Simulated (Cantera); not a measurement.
A closed system holds: 1 mol Pb, 0.11 mol H2, 0.018 mol O2, held at 133 Pa.

These are equilibrium values from Cantera (NASA tables, ideal gas, pure condensed phases), not measurements of a reactor. Candidate condensed phases: H2O, Pb, PbO, PbO2, Pb3O4; 12 gas species. Rates play no part.

x: gas mole fraction; n: condensed amount in mol.

```tsv
T (°C)	x Pb	x H2	x H2O	x Pb2	x PbO	x H	n Pb(l)
400	2.30e-7	0.673	0.327	<1e-12	<1e-12	<1e-12	1.00
450	?	0.673	0.327	<1e-12	<1e-12	?	1.00
500	1.73e-5	0.673	0.327	<1e-12	<1e-12	2.04e-11	1.000
550	0.000101	0.673	0.327	1.24e-11	5.86e-12	1.65e-10	1.000
600	0.000477	0.672	0.327	1.68e-10	7.65e-11	1.05e-9	1.000
650	0.00190	0.671	0.327	1.71e-9	7.55e-10	5.49e-9	1.000
700	?	0.668	0.325	?	?	?	0.999
750	0.0200	0.659	0.321	8.81e-8	3.75e-8	9.21e-8	0.998
800	0.0548	0.636	0.309	4.76e-7	2.01e-7	3.06e-7	0.994
850	0.137	0.581	0.282	2.20e-6	9.26e-7	8.89e-7	0.983
900	0.316	0.460	0.224	8.89e-6	3.74e-6	2.19e-6	0.949
950	0.681	0.215	0.104	3.19e-5	1.35e-5	3.82e-6	0.765
1000	0.901	0.0667	0.0324	4.42e-5	2.87e-5	5.04e-6	0
```

What belongs in the gaps?


- 700, x Pb: 0.00656
- 700, x Pb2: 1.36e-8
- 700, x PbO: 5.89e-9
- 700, x H: 2.42e-8
- 450, x Pb: 2.32e-6
- 450, x H: 1.90e-12
